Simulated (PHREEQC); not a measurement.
Consider water at 20 °C with 23 mmol/kgw CuSO4, 1.6 mmol/kgw HCl and 0.87 mmol/kgw Na2SO4. It is in equilibrium with CO2 at log p = -3.5 (atm). Otherwise closed; pH follows from the charge balance.

All values are PHREEQC results (ion-association model, phreeqc.dat), not measurements.

Each row changes one thing in this solution. No solid was allowed to form.

```json
[
 {"case": "as made", "pH": "3.07", "ionic strength (mol/kgw)": "0.0611", "SO4-2 (mol/kgw)": "0.0148", "Cu+2 (mol/kgw)": "0.0145", "CuSO4 (mol/kgw)": "0.00844", "HSO4- (mol/kgw)": "0.000594"},
 {"case": "CuSO4 from 0.023 to 0.0023 mol/kgw", "pH": "2.90", "ionic strength (mol/kgw)": "?", "SO4-2 (mol/kgw)": "0.00254", "Cu+2 (mol/kgw)": "0.00189", "CuSO4 (mol/kgw)": "0.000410", "HSO4- (mol/kgw)": "0.000206"},
 {"case": "Na2SO4 replaced by NaCl at the same molality", "pH": "3.06", "ionic strength (mol/kgw)": "0.0602", "SO4-2 (mol/kgw)": "0.0141", "Cu+2 (mol/kgw)": "0.0147", "CuSO4 (mol/kgw)": "0.00824", "HSO4- (mol/kgw)": "?"},
 {"case": "HCl from 0.0016 to 0.0032 mol/kgw", "pH": "2.76", "ionic strength (mol/kgw)": "0.0624", "SO4-2 (mol/kgw)": "0.0144", "Cu+2 (mol/kgw)": "0.0147", "CuSO4 (mol/kgw)": "0.00823", "HSO4- (mol/kgw)": "0.00117"},
 {"case": "Na2SO4 left out", "pH": "3.06", "ionic strength (mol/kgw)": "0.0592", "SO4-2 (mol/kgw)": "0.0141", "Cu+2 (mol/kgw)": "0.0147", "CuSO4 (mol/kgw)": "0.00829", "HSO4- (mol/kgw)": "0.000581"},
 {"case": "Na2SO4 from 0.00087 to 0.000435 mol/kgw", "pH": "3.07", "ionic strength (mol/kgw)": "0.0602", "SO4-2 (mol/kgw)": "0.0145", "Cu+2 (mol/kgw)": "0.0146", "CuSO4 (mol/kgw)": "?", "HSO4- (mol/kgw)": "0.000588"},
 {"case": "HCl from 0.0016 to 0.008 mol/kgw", "pH": "2.35", "ionic strength (mol/kgw)": "0.0662", "SO4-2 (mol/kgw)": "?", "Cu+2 (mol/kgw)": "0.0152", "CuSO4 (mol/kgw)": "0.00766", "HSO4- (mol/kgw)": "0.00275"}
]
```

**Question.** Some entries are withheld; supply them.

**Answer.** 
- CuSO4 from 0.023 to 0.0023 mol/kgw, ionic strength (mol/kgw): 0.0113
- Na2SO4 replaced by NaCl at the same molality, HSO4- (mol/kgw): 0.000580
- Na2SO4 from 0.00087 to 0.000435 mol/kgw, CuSO4 (mol/kgw): 0.00836
- HCl from 0.0016 to 0.008 mol/kgw, SO4-2 (mol/kgw): 0.0134
